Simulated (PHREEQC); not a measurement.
0.82 g of hydrous ferric oxide (600 m²/g; 0.2 weak and 0.005 strong sites per Fe, Dzombak-Morel constants, diffuse double layer) in 1 kg of water with 0.005 mol/kgw of an inert sodium salt and 0.34 mmol/kgw H3BO3, 0.015 mmol/kgw MgCl2 and 0.58 mmol/kgw NaF, at 25 °C; the pH is set by adding NaOH or the inert anion's acid. Oxygen is held at 0.21 atm. CO2 from the air is kept out. Precipitation was switched off in this run.

Model: ion-association model, wateq4f.dat, run in PHREEQC.

```tsv
pH	B sorbed (%)	Mg sorbed (%)	F sorbed (%)	surface charge σ (C/m²)	surface potential ψ (mV)
3	0.0	0.0	96.3	0.222	195
3.5	0.1	0.0	97.1	0.180	187
4	0.2	0.0	96.4	0.134	174
4.5	0.2	0.0	94.0	0.094	156
5.5	0.3	0.0	79.4	0.042	116
6	0.4	0.0	65.0	0.027	95
6.5	0.5	0.4	47.2	0.018	74
7	0.5	2.8	29.3	0.011	53
7.5	0.5	19.2	14.9	0.005	30
8	0.5	67.2	6.3	0.001	5
8.5	0.5	94.9	2.3	-0.004	-22
9.5	0.2	99.9	0.3	-0.019	-76
10	0.1	100.0	0.1	-0.032	-101
10.5	0.0	100.0	0.0	-0.053	-125
11	0.0	100.0	0.0	-0.085	-146
```

Species that the database lacks are ignored. Real BF4- forms and hydrolyses slowly; the run takes it at equilibrium. The oxide is taken as insoluble; below pH 4 it would dissolve.
